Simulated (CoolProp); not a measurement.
The numbers come from the reference Helmholtz-energy equation of state, Pan 2012 in CoolProp.

Q: For R236FA, give the phase and the cp (kJ/(kg K)), speed of sound (m/s), Joule-Thomson coefficient (K/MPa), isothermal compressibility (1/MPa) at 248.3 K and 101 kPa; 257 K and 101 kPa; 283.2 K and 101 kPa.

A: 
- 248.3 K and 101 kPa: liquid; cp 1.17, speed of sound 740, Joule-Thomson coefficient -0.292, isothermal compressibility 0.00173
- 257 K and 101 kPa: liquid; cp 1.18, speed of sound 702, Joule-Thomson coefficient -0.275, isothermal compressibility 0.00196
- 283.2 K and 101 kPa: gas; cp 0.818, speed of sound 125, Joule-Thomson coefficient 28.4, isothermal compressibility 10.3
